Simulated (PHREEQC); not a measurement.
A solution holds 10 mmol/kgw H2SO4, 31 mmol/kgw CuSO4 and 39 mmol/kgw Na2SO4, at 5 °C. Closed to the air; pH follows from the charge balance.

The numbers come from PHREEQC with the ion-association model, phreeqc.dat.

```json
[
 {"quantity": "pH", "before": "2.11", "after": "2.16"},
 {"quantity": "SO4-2 (mol/kgw)", "before": "0.0498", "after": "0.0640"},
 {"quantity": "Cu+2 (mol/kgw)", "before": "0.0162", "after": "0.0155"},
 {"quantity": "CuSO4 (mol/kgw)", "before": "0.0148", "after": "0.0155"}
]
```

Question: Which change was made?
A. CuSO4 from 0.031 to 0.0155 mol/kgw
B. CuSO4 from 0.031 to 0.31 mol/kgw
C. Na2SO4 from 0.039 to 0.0585 mol/kgw

Answer: C, Na2SO4 from 0.039 to 0.0585 mol/kgw

No solid was allowed to form. Away from 25 °C the constants follow the database's enthalpies or fits; those with neither stay at their 25 °C values.
